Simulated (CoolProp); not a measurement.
Values from CoolProp's reference Helmholtz-energy equation of state, Akasaka 2023.

Problem. For R1224YDZ, give the phase and the density (kg/m³), cv (kJ/(kg K)), speed of sound (m/s), fugacity coefficient at 453 K and 9.3 bar.

Solution. 
- 453 K and 9.3 bar: gas; density 40.0, cv 0.949, speed of sound 152, fugacity coefficient 0.922
